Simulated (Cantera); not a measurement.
A Cantera script and what it prints.

```python
import numpy as np
import cantera as ct

gas_names = """
    H H2 N NH NH2 NH3 N2 N2H2 N2H4 Si SiH SiH2 SiH3 SiH4 SiN Si2 Si2N Si3
""".split()
cond_names = """
    Si(cr) Si(L) Si3N4(a)
""".split()


# ... load() reads the species with a 1 bar reference pressure and builds the phases ...
atoms = {
    'SiH4': {'Si': 1, 'H': 4},
    'N2': {'N': 2},
    'NH3': {'N': 1, 'H': 3},
}
top_T = {'Si3N4(a)': 2400}  # K; cautious upper limits of use, not melting points


# ... equilibrate(T, P, feed) seeds the gas with the atoms and calls Mixture.equilibrate('TP', solver="vcs", rtol=1e-11, max_steps=5000) ...
results = []
feed = {'SiH4': 1, 'N2': 1.5, 'NH3': 0.49}  # mol
P = 39  # Pa
for T in [973, 1073, 1173, 1273, 1373, 1473, 1573, 1673, 1773, 1873, 1973]:
    mix = equilibrate(T, P, feed)
    results.append((T, P, feed, dict(zip(mix.species_names, mix.species_moles))))
    x = sorted(zip(gas.X, gas.species_names), reverse=True)
    print(f"T = {T:g} K  P = {P:g} Pa  gas = {mix.phase_moles(0):.4g} mol")
    print("   x: " + "  ".join(f"{s} {v:.3e}" for v, s in x if v > 1e-05))
    print("   condensed (mol): " + ("  ".join(f"{mix.phase(i).name} {mix.phase_moles(i):.4g}"
          for i in range(1, mix.n_phases) if mix.phase_moles(i) > 1e-12) or "none"))
```

Result:

```
T = 973 K  P = 39 Pa  gas = 3.813 mol
   x: H2 7.172e-01  N2 2.828e-01
   condensed (mol): Si3N4(a) 0.3333
T = 1073 K  P = 39 Pa  gas = 3.813 mol
   x: H2 7.172e-01  N2 2.828e-01
   condensed (mol): Si3N4(a) 0.3333
T = 1173 K  P = 39 Pa  gas = 3.813 mol
   x: H2 7.172e-01  N2 2.828e-01
   condensed (mol): Si3N4(a) 0.3333
T = 1273 K  P = 39 Pa  gas = 3.813 mol
   x: H2 7.172e-01  N2 2.828e-01  H 3.058e-05
   condensed (mol): Si3N4(a) 0.3333
T = 1373 K  P = 39 Pa  gas = 3.814 mol
   x: H2 7.171e-01  N2 2.828e-01  H 1.428e-04
   condensed (mol): Si3N4(a) 0.3333
T = 1473 K  P = 39 Pa  gas = 3.814 mol
   x: H2 7.167e-01  N2 2.827e-01  H 5.423e-04
   condensed (mol): Si3N4(a) 0.3333
T = 1573 K  P = 39 Pa  gas = 4.484 mol
   x: H2 6.091e-01  N2 3.891e-01  H 1.607e-03  Si 1.410e-04
   condensed (mol): Si(cr) 0.9993
T = 1673 K  P = 39 Pa  gas = 4.495 mol
   x: H2 6.062e-01  N2 3.882e-01  H 4.490e-03  Si 1.071e-03  SiH 2.784e-05  Si2N 1.574e-05
   condensed (mol): Si(cr) 0.9948
T = 1773 K  P = 39 Pa  gas = 4.531 mol
   x: H2 5.980e-01  N2 3.851e-01  H 1.114e-02  Si 5.462e-03  SiH 1.030e-04  Si2N 5.328e-05  SiN 3.214e-05  Si2 3.038e-05  SiH2 1.476e-05
   condensed (mol): Si(L) 0.9737
T = 1873 K  P = 39 Pa  gas = 4.645 mol
   x: H2 5.762e-01  N2 3.756e-01  H 2.481e-02  Si 2.261e-02  SiH 3.159e-04  Si2 1.688e-04  Si2N 1.465e-04  SiN 9.850e-05  Si3 3.861e-05  SiH2 2.826e-05
   condensed (mol): Si(L) 0.8895
T = 1973 K  P = 39 Pa  gas = 5.018 mol
   x: H2 5.199e-01  N2 3.474e-01  Si 8.090e-02  H 4.927e-02  SiH 8.333e-04  Si2 7.851e-04  Si2N 3.525e-04  SiN 2.617e-04  Si3 1.706e-04  SiH2 4.724e-05
   condensed (mol): Si(L) 0.5743
```

Equilibrium computed with Cantera from the NASA thermochemical tables; the gas is ideal and each condensed phase is pure. The tables' values for SiN are old estimates; treat these amounts as uncertain. Gases not in the tables: Si2H6 and higher silanes.
